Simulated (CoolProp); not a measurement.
Computed with CoolProp (reference Helmholtz-energy equation of state, Lemmon 2006). It is a short technical equation, of lower accuracy than the large ones.

Task: Give the vapour pressure (MPa), liquid density (kg/m³), liquid cp (kJ/(kg K)), vapour Z of saturated C3F8 (R218) at 264.1, 325.3 K.

Result: 
```
T (K)  p (MPa)  liquid density (kg/m³)  liquid cp (kJ/(kg K))  vapour Z
-----  -------  ----------------------  ---------------------  --------
264.1    0.305                    1500                   1.05     0.888
325.3     1.70                    1120                   1.46     0.604
```
